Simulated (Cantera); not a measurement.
Feed: 1 mol FeS2, 0.24 mol O2, 0.11 mol CO2, at 7300 Pa.

Cantera equilibrium calculation (NASA polynomials, part measured and part estimated; ideal gas, pure solids and liquids). Candidate condensed phases: C, Fe, Fe(CO)5, FeO, FeS, FeSO4, FeS2, Fe2O3, Fe2(SO4)3, Fe3O4, S; 25 gas species. FeS: taken at fixed stoichiometry. Gases not in the tables: S3 to S7. Rates play no part.

### Question
At 850 K, list the 4 most abundant gas species with their mole fractions, and the condensed phases.

### Answer
SO2 0.673, CO2 0.309, S2 0.0166, S2O 0.00125. Condensed: FeS(s) + FeS2(s).
